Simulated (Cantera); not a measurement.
## Adiabatic ignition

An adiabatic, constant-pressure homogeneous reactor starts with CH4 : CO : O2 : N2 = 1 : 0.19 : 1.61 : 14.2 (molar parts), equivalence ratio 1.3, at 1398 K and 0.510 bar.

Model: GRI-Mech 3.0 (53 species, 325 reactions), integrated in Cantera.

```csv
t (s),T (K),x CH4,x CO,x O2,x C2H2,x H2O
7.00e-6,1398,0.0588,0.0112,0.0947,<1e-12,4.00e-9
2.21e-5,1398,0.0588,0.0112,0.0947,<1e-12,2.12e-8
7.00e-5,1398,0.0588,0.0112,0.0947,<1e-12,1.00e-7
0.000221,1398,0.0588,0.0112,0.0947,<1e-12,6.26e-7
0.000700,1398,0.0588,0.0112,0.0947,3.32e-12,5.23e-6
0.00221,1398,0.0587,0.0112,0.0947,9.18e-10,5.52e-5
0.00700,1402,0.0578,0.0113,0.0941,1.87e-7,0.000702
0.0221,2259,<1e-12,0.0368,0.000490,<1e-12,0.0922
0.0700,2280,<1e-12,0.0366,0.000156,<1e-12,0.0938
0.221,2279,<1e-12,0.0366,0.000153,<1e-12,0.0937
0.700,2279,<1e-12,0.0366,0.000153,<1e-12,0.0937
2.21,2279,<1e-12,0.0366,0.000153,<1e-12,0.0937
7.00,2279,<1e-12,0.0366,0.000153,<1e-12,0.0937
```
x: mole fraction; the columns are a selection and need not sum to one.

```json
{
 "time_of_steepest_temperature_rise": "14.8 ms",
 "temperature at 7.00 s": "2279 K",
 "equilibrium_temperature": "2279 K",
 "x(CH4) at 7.00 s": "<1e-12 (gas-phase equilibrium <1e-12)",
 "x(CO) at 7.00 s": "0.0366 (gas-phase equilibrium 0.0366)",
 "x(O2) at 7.00 s": "0.000153 (gas-phase equilibrium 0.000153)"
}
```
